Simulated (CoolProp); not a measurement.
Values from CoolProp's reference Helmholtz-energy equation of state, Lemmon 2003. It is a pseudo-pure fit of the blend.

For R410A, give the phase and the Z, cp (kJ/(kg K)), cv (kJ/(kg K)), viscosity (µPa s) at 367.7 K and 1.36 MPa; 367.7 K and 2.45 MPa.


- 367.7 K and 1.36 MPa: gas; Z 0.915, cp 1.01, cv 0.837, viscosity 16.3
- 367.7 K and 2.45 MPa: gas; Z 0.841, cp 1.13, cv 0.871, viscosity 16.9

Viscosity comes from a separate model (Geller 2000).
